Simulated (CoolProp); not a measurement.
Computed with CoolProp (reference Helmholtz-energy equation of state, Lemmon 2013).

For propylene, give the phase and the density (kg/m³), cp (kJ/(kg K)), cv (kJ/(kg K)), speed of sound (m/s) at 199.3 K and 709 kPa; 206.8 K and 709 kPa.


- 199.3 K and 709 kPa: liquid; density 642, cp 2.11, cv 1.34, speed of sound 1360
- 206.8 K and 709 kPa: liquid; density 633, cp 2.13, cv 1.34, speed of sound 1310
